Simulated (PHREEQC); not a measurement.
# Nickel, zinc or cadmium bath (model solution)

Consider water at 25 °C with 110 mmol/kgw CdSO4 and 0.83 mmol/kgw NaOH. Closed to the air; pH follows from the charge balance.

The numbers come from PHREEQC with the ion-association model, wateq4f.dat.

Each row changes one thing in this solution. No solid was allowed to form.

```json
[
 {"case": "as made", "pH": "8.43", "ionic strength (mol/kgw)": "0.204", "Cd+2 (mol/kgw)": "0.0498", "CdSO4 (mol/kgw)": "0.0429", "SO4-2 (mol/kgw)": "0.0348", "Cd(SO4)2-2 (mol/kgw)": "0.0161", "SI of Mirabilite (Na2SO4:10H2O)": "-7.35"},
 {"case": "0.063 mol/kgw Rb2SO4 added", "pH": "8.65", "ionic strength (mol/kgw)": "0.332", "Cd+2 (mol/kgw)": "0.0347", "CdSO4 (mol/kgw)": "0.0440", "SO4-2 (mol/kgw)": "[?]", "Cd(SO4)2-2 (mol/kgw)": "0.0301", "SI of Mirabilite (Na2SO4:10H2O)": "-7.21"},
 {"case": "CdSO4 from 0.11 to 0.099 mol/kgw", "pH": "[?]", "ionic strength (mol/kgw)": "[?]", "Cd+2 (mol/kgw)": "0.0453", "CdSO4 (mol/kgw)": "0.0388", "SO4-2 (mol/kgw)": "0.0326", "Cd(SO4)2-2 (mol/kgw)": "0.0138", "SI of Mirabilite (Na2SO4:10H2O)": "-7.36"},
 {"case": "temperature from 25 to 55 °C", "pH": "7.63", "ionic strength (mol/kgw)": "[?]", "Cd+2 (mol/kgw)": "0.0491", "CdSO4 (mol/kgw)": "0.0450", "SO4-2 (mol/kgw)": "0.0355", "Cd(SO4)2-2 (mol/kgw)": "0.0147", "SI of Mirabilite (Na2SO4:10H2O)": "[?]"},
 {"case": "NaOH from 0.00083 to 0.000747 mol/kgw", "pH": "8.38", "ionic strength (mol/kgw)": "0.204", "Cd+2 (mol/kgw)": "0.0499", "CdSO4 (mol/kgw)": "0.0429", "SO4-2 (mol/kgw)": "0.0348", "Cd(SO4)2-2 (mol/kgw)": "0.0161", "SI of Mirabilite (Na2SO4:10H2O)": "-7.45"},
 {"case": "diluted 10-fold with water", "pH": "8.32", "ionic strength (mol/kgw)": "0.0277", "Cd+2 (mol/kgw)": "0.00687", "CdSO4 (mol/kgw)": "0.00377", "SO4-2 (mol/kgw)": "0.00667", "Cd(SO4)2-2 (mol/kgw)": "0.000281", "SI of Mirabilite (Na2SO4:10H2O)": "-9.64"}
]
```

Question: What belongs in the gaps?

Answer: 
- 0.063 mol/kgw Rb2SO4 added, SO4-2 (mol/kgw): 0.0686
- CdSO4 from 0.11 to 0.099 mol/kgw, pH: 8.48
- CdSO4 from 0.11 to 0.099 mol/kgw, ionic strength (mol/kgw): 0.186
- temperature from 25 to 55 °C, ionic strength (mol/kgw): 0.201
- temperature from 25 to 55 °C, SI of Mirabilite (Na2SO4:10H2O): -8.66

Some of these states are supersaturated (in Cd(OH)2, for instance). Away from 25 °C the constants follow the database's enthalpies or fits; those with neither stay at their 25 °C values.
